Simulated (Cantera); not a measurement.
Charge: 1 mol NF3, 0.57 mol SO2, 7.3 mol N2, equilibrated at 2475 °C and 0.100 bar.

Equilibrium computed with Cantera from the NASA thermochemical tables; the gas is ideal and each condensed phase is pure. Kinetics and transport are ignored.

```json
[
 {"species": "N2", "before": "0.670", "after": "0.679"},
 {"species": "F", "before": "0.258", "after": "0.259"},
 {"species": "SO2", "before": "0.0245", "after": "0.0357"},
 {"species": "SO", "before": "0.0201", "after": "0.0111"},
 {"species": "O", "before": "0.0111", "after": "0.00301"},
 {"species": "SOF2", "before": "4.01e-6", "after": "0.000210"},
 {"species": "SF2", "before": "3.48e-5", "after": "0.000694"},
 {"species": "F2", "before": "1.93e-6", "after": "1.89e-5"},
 {"species": "S", "before": "0.00375", "after": "0.000789"},
 {"species": "FO", "before": "4.79e-6", "after": "1.27e-5"},
 {"species": "S2", "before": "0.000110", "after": "4.72e-5"}
]
```
Gas species are given as mole fractions.

Task: Name the change that produced these shifts.
A) pressure from 0.100 bar to 0.000650 bar
B) NF3 replaced by SF6
C) temperature from 2475 °C to 677 °C
D) pressure from 0.100 bar to 0.970 bar

Result: D, pressure from 0.100 bar to 0.970 bar. The tables' values for SOF2 are old estimates; treat these amounts as uncertain
